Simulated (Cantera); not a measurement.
An isothermal, constant-pressure homogeneous reactor starts with H₂ : O₂ = 0.018 : 1 (molar parts), at 1350 K and 1.95 Torr. Integrator tolerance rtol = 1e-08.

Cantera simulation using the H2/O2 subset of GRI-Mech 3.0, which has no nitrogen chemistry; the numbers are that mechanism's predictions, not measurements. Radical loss at walls, strong at low pressure, is not modelled.

What does this change do: pressure from 1.95 Torr to 2.78 Torr?


```
quantity                                             before                                     after
-----------------  ----------------------------------------  ----------------------------------------
x(H₂) at 2.00 s     8.64e-5 (gas-phase equilibrium 7.24e-8)   6.35e-5 (gas-phase equilibrium 6.07e-8)
x(O₂) at 2.00 s         0.971 (gas-phase equilibrium 0.982)       0.974 (gas-phase equilibrium 0.982)
x(H₂O₂) at 2.00 s  4.12e-9 (gas-phase equilibrium 7.14e-11)  5.35e-9 (gas-phase equilibrium 8.52e-11)
x(H) at 2.00 s     0.000558 (gas-phase equilibrium 1.27e-8)  0.000346 (gas-phase equilibrium 9.72e-9)
x(OH) at 2.00 s     0.00173 (gas-phase equilibrium 5.06e-5)   0.00149 (gas-phase equilibrium 4.63e-5)
x(H₂O) at 2.00 s      0.0165 (gas-phase equilibrium 0.0178)     0.0168 (gas-phase equilibrium 0.0178)
```
